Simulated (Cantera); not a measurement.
# Reactions in the system H-O-V

Cantera with NASA thermochemical tables; ideal gases at 1 bar, condensed phases pure. Values are per mole of reaction as written; species without (g) are pure solids or liquids, kept so even where they would boil at 1 bar.

5 H2O(g) + V2O5 ⇌ 2 V + 10 OH(g)

```csv
T (K),ΔH° (kJ),ΔS° (J/K),ΔG° (kJ),log10 K,condensed phases
900,3156.1,832.7,2406.7,-139.68,"V2O5(s), V(s)"
950,3090.5,763.1,2365.5,-130.06,"V2O5(l), V(s)"
1000,3089.0,761.6,2327.4,-121.57,"V2O5(l), V(s)"
1050,3087.5,760.1,2289.4,-113.89,"V2O5(l), V(s)"
1100,3086.0,758.7,2251.4,-106.91,"V2O5(l), V(s)"
1150,3084.5,757.4,2213.5,-100.54,"V2O5(l), V(s)"
```
